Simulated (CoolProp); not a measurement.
The numbers come from the reference Helmholtz-energy equation of state, Lemmon 2006 in CoolProp. It is a short technical equation, of lower accuracy than the large ones.

Problem. For acetone, give the phase and the density (kg/m³), Joule-Thomson coefficient (K/MPa), isothermal compressibility (1/MPa), expansivity (1/kK) at 535.3 K and 8.8 MPa; 535.3 K and 10.3 MPa.

Solution. 
- 535.3 K and 8.8 MPa: supercritical; density 408, Joule-Thomson coefficient 2.55, isothermal compressibility 0.0663, expansivity 9.34
- 535.3 K and 10.3 MPa: supercritical; density 440, Joule-Thomson coefficient 1.62, isothermal compressibility 0.0379, expansivity 6.41
